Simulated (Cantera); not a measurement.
Charge: 1 mol SiCl₄, 0.57 mol N₂, 19 mol H₂, equilibrated at 17.0 mbar.

Cantera equilibrium calculation (NASA polynomials, part measured and part estimated; ideal gas, pure solids and liquids). Candidate condensed phases: NH₄Cl, Si, Si₃N₄; 28 gas species. N₂ is the only nitrogen source here; it is nearly inert below about 1500 K, so the nitride shown seldom forms there in practice. Kinetics and transport are ignored.

**Question.** Which condensed phases are stable at each of these points (T (K)): 1150, 1200, 1250, 1300, 1350, 1400, 1450, 1500, 1550, 1600, 1650?

**Answer.** 
```tsv
T (K)	condensed phases	Si condensed (%)
1150	Si₃N₄(s)	83.5
1200	Si₃N₄(s)	83.2
1250	Si₃N₄(s)	82.1
1300	Si₃N₄(s)	79.6
1350	Si₃N₄(s)	74.8
1400	Si₃N₄(s)	67.3
1450	Si₃N₄(s)	56.9
1500	Si₃N₄(s)	44.0
1550	Si₃N₄(s)	29.3
1600	Si₃N₄(s)	13.9
1650	Si(s)	7.6
```

From 1150 K to 1600 K the condensed part is Si₃N₄(s). At 1650 K the condensed part is Si(s).
